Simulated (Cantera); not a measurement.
Charge: 1 mol Fe(CO)₅, 0.11 mol H₂, held at 0.00110 bar.

Equilibrium computed with Cantera from the NASA thermochemical tables; the gas is ideal and each condensed phase is pure. Candidate condensed phases: C, C₆H₆, C₇H₈, C₈H₁₈, Fe, Fe(CO)₅, FeO, Fe(OH)₂, Fe(OH)₃, Fe₂O₃, Fe₃O₄, H₂O; 114 gas species. Condensed phases not in the tables: cementite and carbon dissolved in iron. Rates play no part.

x: gas mole fraction; n: condensed amount in mol.

```csv
T (K),x CO,x CO₂,x H₂,x Fe,x H,n C(graphite),n Fe(α),n Fe(γ),n Fe(δ)
848,0.955,0.0229,0.0219,<1e-12,___,0.115,1.00,0,0
923,0.975,0.00330,0.0216,<1e-12,___,0.0170,1.00,0,0
998,0.978,0.000622,0.0215,1.23e-11,___,0.00322,1.00,0,0
1073,0.978,0.000148,0.0215,3.77e-10,___,0.000773,1.00,0,0
1148,0.978,4.28e-5,0.0215,7.26e-9,___,0,1.00,0,0
1223,0.978,1.45e-5,0.0215,9.61e-8,___,0,0,1.00,0
1298,0.978,5.58e-6,0.0215,9.37e-7,___,0,0,1.000,0
1373,0.978,2.39e-6,0.0215,7.09e-6,___,0,0,1.000,0
1448,0.978,1.13e-6,0.0215,4.33e-5,___,0,0,1.000,0
1523,0.978,5.72e-7,0.0215,0.000221,___,0,0,0.999,0
1598,0.977,4.71e-7,0.0214,0.000960,___,0,0,0.995,0
1673,0.975,4.14e-7,0.0212,0.00365,___,0,0,0,0.981
```

Problem. Fill in the missing entries.

Solution. 
- 848, x H: 8.48e-11
- 923, x H: 1.08e-9
- 998, x H: 9.52e-9
- 1073, x H: 6.20e-8
- 1148, x H: 3.17e-7
- 1223, x H: 1.33e-6
- 1298, x H: 4.74e-6
- 1373, x H: 1.47e-5
- 1448, x H: 4.08e-5
- 1523, x H: 0.000102
- 1598, x H: 0.000235
- 1673, x H: 0.000500
